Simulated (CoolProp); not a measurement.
Vapour pressure (MPa) of R1233zd(E): the reference equation beside estimates from Tc = 165.7 °C, pc = 3.583 MPa, ω = 0.304. Clausius-Clapeyron is anchored at -11.25 °C with a constant enthalpy of vaporisation of 27.13 kJ/mol.

Model: reference Helmholtz-energy equation of state, Akasaka 2022, in CoolProp.

```csv
T (°C),reference,Lee-Kesler,Clausius-Clapeyron,van der Waals,Redlich-Kwong,Soave-Redlich-Kwong,Peng-Robinson
-18.45,0.02015,0.01943,0.02032,0.2562,0.05128,0.01968,0.02034
-14.85,0.02420,0.02341,0.02429,0.2783,0.05977,0.02367,0.02438
-11.25,0.02889,0.02804,0.02889,0.3017,0.06931,0.02831,0.02906
-7.65,0.03430,0.03338,0.03421,0.3264,0.07997,0.03366,0.03444
-3.95,0.04068,0.03971,0.04051,0.3532,0.09218,0.03999,0.04078
-0.35,0.04777,0.04677,0.04753,0.3806,0.1054,0.04704,0.04784
3.25,0.05583,0.05480,0.05554,0.4095,0.1199,0.05506,0.05584
6.85,0.06493,0.06391,0.06465,0.4398,0.1360,0.06413,0.06488
```

Absolute difference from the reference over all 8 rows, mean and median: Lee-Kesler 2.5 and 2.5 %, Clausius-Clapeyron 0.4 and 0.4 %, van der Waals 836.6 and 809.9 %, Redlich-Kwong 130.7 and 129.9 %, Soave-Redlich-Kwong 1.8 and 1.8 %, Peng-Robinson 0.4 and 0.3 %.
